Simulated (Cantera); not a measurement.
Cantera run:

```python
import numpy as np
import cantera as ct

gas_names = [...]  # 110 gases of nasa_gas.yaml made of C, H, O
cond_names = """
    C(gr) C6H6(L) C7H8(L) C8H18(L),n-octa H2O(s) H2O(L)
""".split()


# ... load() reads the species with a 1 bar reference pressure and builds the phases ...
atoms = {
    'C': {'C': 1},
    'H2O': {'H': 2, 'O': 1},
}
top_T = {'C(gr)': 4500}  # K; cautious upper limits of use, not melting points


# ... equilibrate(T, P, feed) seeds the gas with the atoms and calls Mixture.equilibrate('TP', solver="vcs", rtol=1e-11, max_steps=5000) ...
results = []
feed = {'C': 1, 'H2O': 1.2}  # mol
T = 725  # K
P = 133.322  # Pa
mix = equilibrate(T, P, feed)
results.append((T, P, feed, dict(zip(mix.species_names, mix.species_moles))))
print(gas.report(threshold=0.001))
for i in range(1, mix.n_phases):
    print(f"{mix.phase(i).name:16s} {mix.phase_moles(i):12.5e} mol")
```

Output:

```
       temperature   725 K
          pressure   133.32 Pa
           density   0.00034517 kg/m^3
  mean mol. weight   15.606 kg/kmol
   phase of matter   gas

                          1 kg             1 kmol
                     ---------------   ---------------
          enthalpy       -5.1992e+06       -8.1139e+07  J
   internal energy       -5.5854e+06       -8.7167e+07  J
           entropy             16349        2.5514e+05  J/K
    Gibbs function       -1.7052e+07       -2.6612e+08  J
 heat capacity c_p            2128.6             33219  J/K
 heat capacity c_v            1595.8             24904  J/K

                      mass frac. Y      mole frac. X     chem. pot. / RT
                     ---------------   ---------------   ---------------
               CH4         0.0021155         0.0020579            -49.11
                CO           0.48534           0.27042           -51.101
               CO2           0.39782           0.14107           -101.07
                H2          0.070848           0.54845           -23.991
               H2O          0.043868          0.038003           -73.963
     [ +105 minor]        5.8747e-10        2.8207e-10

C(gr)             1.59692e-01 mol
```

These are equilibrium values from Cantera (NASA tables, ideal gas, pure condensed phases), not measurements of a reactor.
